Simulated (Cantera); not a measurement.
## Silicon etching in halogen gases: Si + HCl + H2

Input: 1 mol Si, 9.3 mol HCl, a varied amount of H2, at 748 K and 0.555 Torr.

Cantera equilibrium calculation (NASA polynomials, part measured and part estimated; ideal gas, pure solids and liquids). Candidate condensed phases: Si; 19 gas species. Rates play no part.

```tsv
n(H2) (mol)	x H2	x HCl	x SiCl4	x SiHCl3	x SiCl3
0.6	0.292	0.596	0.112	2.42e-5	3.71e-7
0.97	0.320	0.572	0.108	2.65e-5	3.89e-7
1.6	0.364	0.535	0.101	3.01e-5	4.14e-7
2.6	0.422	0.486	0.0917	3.50e-5	4.46e-7
4.3	0.500	0.421	0.0793	4.14e-5	4.85e-7
7	0.588	0.346	0.0653	4.87e-5	5.26e-7
11	0.674	0.275	0.0518	5.58e-5	5.63e-7
19	0.769	0.194	0.0366	6.36e-5	6.01e-7
30	0.835	0.138	0.0260	6.90e-5	6.26e-7
50	0.892	0.0910	0.0171	7.36e-5	6.45e-7
```
x: gas mole fraction; nothing condenses.

From 0.6 mol H2 to 50 mol H2 nothing is condensed. The main Si-bearing gas is SiCl4 throughout.
